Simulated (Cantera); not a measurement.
Input: 1 mol borazine, 5.2 mol NH₃, 3.4 mol O₂.

Cantera equilibrium calculation (NASA polynomials, part measured and part estimated; ideal gas, pure solids and liquids). Candidate condensed phases: B, BN, B₂O₃, B₃O₃H₃, H₂O; 39 gas species. The feed counts by its element totals alone. The numbers say what is thermodynamically allowed, not how fast it happens.

Problem. What condenses at these points (T in K, P in Pa): (1150, 10); (1750, 63); (1250, 100000); (1250, 1000); (1750, 1000)?

Solution. 
```tsv
T (K)	P in Pa	condensed phases	B condensed (%)
1150	10	B₂O₃	92.4
1750	63	gas only	0.0
1250	100000	B₂O₃	98.8
1250	1000	B₂O₃	96.7
1750	1000	gas only	0.0
```
